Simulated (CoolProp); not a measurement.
Vapour-liquid equilibrium of n-butane (1) + R245fa (2) at 68.55 °C; x and y are mole fractions of (1).

Values from CoolProp's multi-fluid Helmholtz-energy mixture model, Bücker 2006 and Akasaka 2015; pair parameters Bell 2016.

Task: Give the bubble pressure and the first vapour's composition at x = 0.05, 0.2, 0.65. Is there an azeotrope?

Result: x = 0.05: 0.6793 MPa, y = 0.158; x = 0.2: 0.8627 MPa, y = 0.393; x = 0.65: 0.9941 MPa, y = 0.629. y crosses x between x = 0.575 and 0.65: the model has an azeotrope there.

Pair parameters are fitted to limited data, so mixtures are less certain than the pure fluids.
